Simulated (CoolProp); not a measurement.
Vapour-liquid equilibrium of ethanol (1) + o-xylene (2) at 392.7 K; x and y are mole fractions of (1).

Values from CoolProp's multi-fluid Helmholtz-energy mixture model, Schroeder 2014 and Zhou 2012; pair parameters Bell 2016.

```tsv
x	bubble pressure (MPa)	y at the bubble point	dew pressure at overall composition x (MPa)	liquid density (mol/L)
0.05	[?]	0.591	[?]	7.642
0.2	0.2416	0.810	0.06244	8.226
0.35	0.2941	0.853	0.07663	8.935
0.5	0.3226	0.875	0.09900	9.815
0.65	0.3471	0.897	[?]	10.93
0.8	0.3755	0.928	0.2319	12.36
0.95	0.4093	0.978	0.3915	14.25
```

Q: Fill in the missing entries.

A: 
- 0.05, bubble pressure (MPa): 0.1202
- 0.05, dew pressure at overall composition x (MPa): 0.05264
- 0.65, dew pressure at overall composition x (MPa): 0.1394

No azeotrope shows between x = 0.05 and 0.95.

The pair parameters rest on a limited set of measurements; away from them the model extrapolates. With so large a gap from Raoult's law the liquid may split in two, which this calculation doesn't test in full.
